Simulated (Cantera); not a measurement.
Input: 1 mol SiCl₄, 0.19 mol NO, 5.3 mol H₂, 0.28 mol N₂O, equilibrated at 0.120 Torr.

Method: chemical equilibrium by Gibbs-energy minimisation in Cantera with the NASA 1993 tables (ideal gas, pure condensed phases). Candidate condensed phases: H₂O, NH₄Cl, Si, SiO₂, Si₂N₂O, Si₃N₄; 47 gas species. The tables' values for SiCl, SiCl₃ are old estimates; treat these amounts as uncertain. The numbers say what is thermodynamically allowed, not how fast it happens. All values below are at 1450 °C.

Base state: H₂ 0.464, HCl 0.353, SiCl₂ 0.0634, SiO 0.0572, N₂ 0.0457, H 0.00982, Cl 0.00579, Si 0.000419 (mole fractions); condensed: gas only.

Q: What changes in the equilibrium state with this change: H₂ from 5.3 to 2.9 mol?

A: 
```json
[
 {"species": "HCl", "before": "0.353", "after": "0.496"},
 {"species": "H₂", "before": "0.464", "after": "0.249"},
 {"species": "SiCl₂", "before": "0.0634", "after": "0.0901"},
 {"species": "Cl", "before": "0.00579", "after": "0.0111"},
 {"species": "N₂", "before": "0.0457", "after": "0.0647"},
 {"species": "SiO", "before": "0.0572", "after": "0.0811"},
 {"species": "SiCl₄", "before": "2.65e-6", "after": "1.38e-5"},
 {"species": "SiCl₃", "before": "0.000299", "after": "0.000815"},
 {"species": "Si", "before": "0.000419", "after": "0.000162"}
]
```
The tables' values for SiCl₃, SiCl are old estimates; treat these amounts as uncertain.

Q: What changes in the equilibrium state with this change: N₂O from 0.28 to 14 mol?

A: 
```csv
species,before,after
N₂,0.0457,0.537
O₂,<1e-9,0.156
H₂O,1.00e-7,0.145
H₂,0.464,0.000740
HCl,0.353,0.108
SiCl₂,0.0634,<1e-9
SiO,0.0572,1.45e-5
Cl,0.00579,0.0444
OH,<1e-9,0.00422
NO,<1e-9,0.00225
"SiO₂(condensed), mol",0,0.999
```
The tables hold silica as quartz up to 1696 K and as liquid above; real silica turns to tridymite and cristobalite and melts near 1996 K.
